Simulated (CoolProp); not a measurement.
Properties of methanol along the isotherm 324.9 K.

The numbers come from the reference Helmholtz-energy equation of state, de Reuck 1993 in CoolProp.

| p (bar) | phase | cp (kJ/(kg K)) | cv (kJ/(kg K)) | speed of sound (m/s) | Joule-Thomson coefficient (K/MPa) | isothermal compressibility (1/MPa) | fugacity coefficient |
|---|---|---|---|---|---|---|---|
| 20.5 | liquid | 2.717 | (withheld) | 1030 | -0.2859 | 0.001480 | 0.02935 |
| 41.1 | liquid | 2.712 | 2.263 | 1045 | -0.2889 | 0.001434 | 0.01511 |
| 61.6 | liquid | (withheld) | 2.261 | 1059 | -0.2916 | 0.001392 | 0.01041 |
| 82.2 | liquid | 2.704 | 2.259 | 1072 | -0.2942 | 0.001352 | (withheld) |
| 103 | liquid | 2.700 | 2.257 | 1086 | -0.2966 | 0.001315 | 0.006635 |
| 123 | liquid | 2.696 | 2.256 | 1098 | -0.2988 | (withheld) | 0.005729 |
| 144 | liquid | 2.692 | 2.254 | 1111 | (withheld) | 0.001248 | 0.005054 |
| 164 | liquid | 2.689 | 2.253 | 1122 | -0.3029 | 0.001218 | 0.004575 |
| 185 | liquid | 2.686 | 2.252 | 1134 | (withheld) | 0.001189 | 0.004187 |
| 205 | liquid | 2.682 | 2.251 | 1145 | -0.3066 | 0.001163 | (withheld) |

Question: Complete the blanks.

Answer: 
- 20.5, cv (kJ/(kg K)): 2.265
- 61.6, cp (kJ/(kg K)): 2.708
- 82.2, fugacity coefficient: 0.008052
- 123, isothermal compressibility (1/MPa): 0.001281
- 144, Joule-Thomson coefficient (K/MPa): -0.3010
- 185, Joule-Thomson coefficient (K/MPa): -0.3048
- 205, fugacity coefficient: 0.003895
